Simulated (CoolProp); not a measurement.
Model: reference Helmholtz-energy equation of state, Zhou 2012, in CoolProp.

Task: Give the vapour pressure (MPa), enthalpy of vaporisation (kJ/kg), vapour viscosity (µPa s) of saturated m-xylene at 208.05, 227.45, 246.75 °C.

Result: 
| T (°C) | p (MPa) | enthalpy of vaporisation (kJ/kg) | vapour viscosity (µPa s) |
|---|---|---|---|
| 208.05 | 0.478 | 292 | 10.4 |
| 227.45 | 0.679 | 276 | 10.9 |
| 246.75 | 0.936 | 257 | 11.4 |

Viscosity comes from a separate model (Cao 2016).
